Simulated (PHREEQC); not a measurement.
A made-up water analysis in mmol/kgw, 75 °C, pH 6.25, pe -1.3: Na 146; K 0.0179; Ca 4.99; Mg 3.03; Cl 136; S(6) 10.5; Alkalinity (meq/kgw) 0.000237; Si 0.0174; Br 4.39.

Valence states are taken as typed.

Computed with PHREEQC (ion-association model, wateq4f.dat).

Each row changes one thing in this solution. Precipitation was switched off in this run.

```
case                                               ionic strength (mol/kgw)  SO4-2 (mol/kgw)  Ca+2 (mol/kgw)  Mg+2 (mol/kgw)  NaSO4- (mol/kgw)  MgSO4 (mol/kgw)  SI of Gypsum (CaSO4:2H2O)  SI of Quartz (SiO2)
-------------------------------------------------  ------------------------  ---------------  --------------  --------------  ----------------  ---------------  -------------------------  -------------------
as made                                                               0.170          0.00704         0.00427         0.00212           0.00184         0.000905                      -0.89                -1.39
Si from 0.0174 to 0.0348 mmol/kgw                                     0.170          0.00704         0.00427         0.00212           0.00184         0.000905                      -0.89                -1.09
pH from 6.25 to 5.5 at the same alkalinity                            0.170          0.00703         0.00427         0.00213           0.00184         0.000905                      -0.89                -1.39
Cl from 136 to 408 mmol/kgw                                           0.308          0.00767         0.00446         0.00232           0.00159         0.000712                      -1.01           (withheld)
temperature from 75 to 60 °C at the same typed pH                     0.171          0.00719         0.00428         0.00225        (withheld)         0.000782                      -0.91                -1.22
```

Task: Fill in the missing entries.

Result: 
- Cl from 136 to 408 mmol/kgw, SI of Quartz (SiO2): -1.37
- temperature from 75 to 60 °C at the same typed pH, NaSO4- (mol/kgw): 0.00181

Species that the database lacks are ignored. Constants without temperature data keep their 25 °C values here.
